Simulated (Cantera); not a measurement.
Charge: 1 mol CuO, 1500 mol H2, 0.092 mol H2O, equilibrated at 975 °C and 78.0 Pa.

Equilibrium computed with Cantera from the NASA thermochemical tables; the gas is ideal and each condensed phase is pure. Candidate condensed phases: Cu, CuO, Cu(OH)2, Cu2O, H2O; 12 gas species. Kinetics and transport are ignored.

Base state: H2 0.999, H2O 0.000728, Cu 5.67e-5, H 1.68e-5 (mole fractions); condensed: Cu(s).

Problem. What changes in the equilibrium state with this change: CuO replaced by Cr2O3?

Solution. 
| species | before | after |
|---|---|---|
| H2 | 0.999 | 1.000 |
| H2O | 0.000728 | 0.000166 |
| H | 1.68e-5 | 1.68e-5 |
| Cu | 5.67e-5 | 0 |
| Cu(s), mol | 0.915 | 0 |
| Cr(s), mol | 0 | 0.103 |
| Cr2O3(s), mol | 0 | 0.947 |
Mutual solubility and eutectic melting of coexisting phases are not modelled. Further candidate phases: Cr, Cr2O3.

Problem. What changes in the equilibrium state with this change: temperature from 975 °C to 1500 °C?

Solution. 
| species | before | after |
|---|---|---|
| H2 | 0.999 | 0.988 |
| H | 1.68e-5 | 0.0101 |
| H2O | 0.000728 | 0.000723 |
| Cu | 5.67e-5 | 0.000663 |
| Cu(s), mol | 0.915 | 0 |
